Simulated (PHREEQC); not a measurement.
Consider water at 25 °C with 0.0034 mol/kgw CdCl2 and 3.6e-05 mol/kgw MnSO4. Closed to the air; pH follows from the charge balance.

The numbers come from PHREEQC with the ion-association model, wateq4f.dat.

Problem. The ionic strength comes out as 0.00839 mol/kgw. What activity coefficients do SO4-2, CdCl+, Cd+2, Cl-, Mn+2 get?

Solution. SO4-2 0.69, CdCl+ 0.91, Cd+2 0.68, Cl- 0.91, Mn+2 0.70.

No solid was allowed to form.
